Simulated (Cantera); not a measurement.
Input: 1 mol Si, 0.77 mol HCl, 3.4 mol H2, at 1225 °C and 0.133 bar.

Method: chemical equilibrium by Gibbs-energy minimisation in Cantera with the NASA 1993 tables (ideal gas, pure condensed phases). Candidate condensed phases: Si; 19 gas species. The tables' values for SiCl3 are old estimates; treat these amounts as uncertain. Kinetics and transport are ignored.

Base state: H2 0.862, HCl 0.0973, SiCl2 0.0352, SiCl3 0.00340, SiCl4 0.00105, SiHCl3 0.000954, SiH2Cl2 0.000138, H 4.38e-5 (mole fractions); condensed: Si(s).

Task: What changes in the equilibrium state with this change: H2 from 3.4 to 12 mol?

Result: 
| species | before | after |
|---|---|---|
| H2 | 0.862 | 0.947 |
| HCl | 0.0973 | 0.0451 |
| SiCl2 | 0.0352 | 0.00690 |
| SiCl4 | 0.00105 | 4.01e-5 |
| SiCl3 | 0.00340 | 0.000295 |
| SiHCl3 | 0.000954 | 8.66e-5 |
| SiH2Cl2 | 0.000138 | 2.97e-5 |
| Si(s), mol | 0.831 | 0.906 |
